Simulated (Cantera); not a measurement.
An isothermal, constant-pressure homogeneous reactor starts with 12.1 % H₂, 57.8 % O₂, 30.1 % N₂, at 1200 K and 7.50 Torr.

Detailed kinetics in Cantera: the H2/O2 subset of GRI-Mech 3.0, which has no nitrogen chemistry. Radical loss at walls, strong at low pressure, is not modelled. The temperature is held fixed by assumption; the heat of reaction is taken as removed at once.

x: mole fraction; the columns are a selection and need not sum to one.

```
t (s)         x H₂   x O₂       x O    x H₂O    x H₂O₂       x H
--------  --------  -----  --------  -------  --------  --------
0.000400     0.121  0.578   3.96e-8  7.66e-8  2.84e-11   5.62e-8
0.000892     0.121  0.578   1.43e-6  3.35e-6  1.45e-10   1.95e-6
0.00199      0.111  0.572   0.00308  0.00738         …   0.00427
0.00443    0.00510  0.505    0.0488   0.0944   1.12e-7    0.0383
0.00988    0.00448  0.511    0.0433   0.0996   1.17e-7    0.0317
0.0220     0.00356  0.521    0.0324    0.108         …    0.0209
0.0491     0.00205  0.535    0.0175    0.119   1.49e-7   0.00845
0.110     0.000691  0.545   0.00569    0.126   1.40e-7   0.00156
0.244     0.000148  0.549   0.00121    0.128         …  0.000153
0.545      2.95e-5  0.550  0.000241    0.129         …   1.36e-5
1.21       6.90e-6  0.551   5.68e-5    0.129         …   1.56e-6
2.71       1.96e-6  0.551   1.62e-5    0.129         …   2.38e-7
6.04       6.44e-7  0.551   5.37e-6    0.129         …   4.54e-8
13.5       2.36e-7  0.551   1.98e-6    0.129         …   1.01e-8
30.0       9.43e-8  0.551   7.92e-7    0.129  7.71e-10   2.57e-9
```

Some entries are withheld; supply them.


- 0.00199, x H₂O₂: 1.95e-8
- 0.0220, x H₂O₂: 1.32e-7
- 0.244, x H₂O₂: 9.04e-8
- 0.545, x H₂O₂: 4.40e-8
- 1.21, x H₂O₂: 1.95e-8
- 2.71, x H₂O₂: 8.55e-9
- 6.04, x H₂O₂: 3.77e-9
- 13.5, x H₂O₂: 1.68e-9
